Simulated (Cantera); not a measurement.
# Silicon oxide and oxynitride deposition: HMDSO + CO₂ + N₂ + H₂O

Feed: 1 mol HMDSO, 12 mol CO₂, 8.5 mol N₂, 5.4 mol H₂O, equilibrated at 1.33 mbar.

Cantera equilibrium calculation (NASA polynomials, part measured and part estimated; ideal gas, pure solids and liquids). Candidate condensed phases: C, C₆H₆, C₇H₈, C₈H₁₈, H₂O, Si, SiC, SiO₂, Si₂N₂O, Si₃N₄; 151 gas species. The feed counts by its element totals alone. Rates play no part.

From 600 K to 700 K the condensed part is C(graphite) + SiO₂(α-quartz). From 750 K to 800 K the condensed part is SiO₂(α-quartz). From 850 K to 950 K the condensed part is SiO₂(β-quartz).

```json
[
 {"T (K)": "600", "x H₂": "0.265", "x CO₂": "0.309", "x CO": "0.0201", "x N₂": "0.252", "x H₂O": "0.145", "n C(graphite)": "6.60", "n SiO₂(α-quartz)": "2.00", "n SiO₂(β-quartz)": "0"},
 {"T (K)": "650", "x H₂": "0.315", "x CO₂": "0.291", "x CO": "0.0741", "x N₂": "0.237", "x H₂O": "0.0794", "n C(graphite)": "4.77", "n SiO₂(α-quartz)": "2.00", "n SiO₂(β-quartz)": "0"},
 {"T (K)": "700", "x H₂": "0.327", "x CO₂": "0.217", "x CO": "0.201", "x N₂": "0.217", "x H₂O": "0.0375", "n C(graphite)": "1.54", "n SiO₂(α-quartz)": "2.00", "n SiO₂(β-quartz)": "0"},
 {"T (K)": "750", "x H₂": "0.318", "x CO₂": "0.172", "x CO": "0.268", "x N₂": "0.208", "x H₂O": "0.0334", "n C(graphite)": "0", "n SiO₂(α-quartz)": "2.00", "n SiO₂(β-quartz)": "0"},
 {"T (K)": "800", "x H₂": "0.309", "x CO₂": "0.163", "x CO": "0.278", "x N₂": "0.208", "x H₂O": "0.0429", "n C(graphite)": "0", "n SiO₂(α-quartz)": "2.00", "n SiO₂(β-quartz)": "0"},
 {"T (K)": "850", "x H₂": "0.300", "x CO₂": "0.153", "x CO": "0.287", "x N₂": "0.208", "x H₂O": "0.0523", "n C(graphite)": "0", "n SiO₂(α-quartz)": "0", "n SiO₂(β-quartz)": "2.00"},
 {"T (K)": "900", "x H₂": "0.291", "x CO₂": "0.144", "x CO": "0.296", "x N₂": "0.208", "x H₂O": "0.0614", "n C(graphite)": "0", "n SiO₂(α-quartz)": "0", "n SiO₂(β-quartz)": "2.00"},
 {"T (K)": "950", "x H₂": "0.282", "x CO₂": "0.135", "x CO": "0.305", "x N₂": "0.208", "x H₂O": "0.0700", "n C(graphite)": "0", "n SiO₂(α-quartz)": "0", "n SiO₂(β-quartz)": "2.00"}
]
```
x: gas mole fraction; n: condensed amount in mol.
